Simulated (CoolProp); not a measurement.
Values from CoolProp's reference Helmholtz-energy equation of state, Zhou 2011.

Q: For dimethyl carbonate, give the phase and the cv (kJ/(kg K)), speed of sound (m/s) at 600 K and 0.0233 MPa; 600 K and 0.625 MPa; 600 K and 7.36 MPa.

A: 
- 600 K and 0.0233 MPa: gas; cv 1.77, speed of sound 241
- 600 K and 0.625 MPa: gas; cv 1.77, speed of sound 234
- 600 K and 7.36 MPa: supercritical; cv 1.91, speed of sound 150
